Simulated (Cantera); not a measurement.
Feed: 1 mol Pb, 0.35 mol H2, equilibrated at 0.00490 bar.

Cantera equilibrium calculation (NASA polynomials, part measured and part estimated; ideal gas, pure solids and liquids). Candidate condensed phases: Pb; 4 gas species. Kinetics and transport are ignored. All values below are at 1175 K.

Base state: H2 0.911, Pb 0.0889 (mole fractions); condensed: Pb(l).

### Question
What changes in the equilibrium state with this change: 0.0052 mol CO2 added?

### Answer
| species | before | after |
|---|---|---|
| H2 | 0.911 | 0.885 |
| Pb | 0.0889 | 0.0889 |
| H2O | 0 | 0.0132 |
| CO | 0 | 0.0132 |
| CO2 | 0 | 0.000154 |
| Pb(l), mol | 0.966 | 0.965 |
Further candidate phases: C, C6H6, C7H8, C8H18, H2O, PbO, PbO2, Pb3O4.
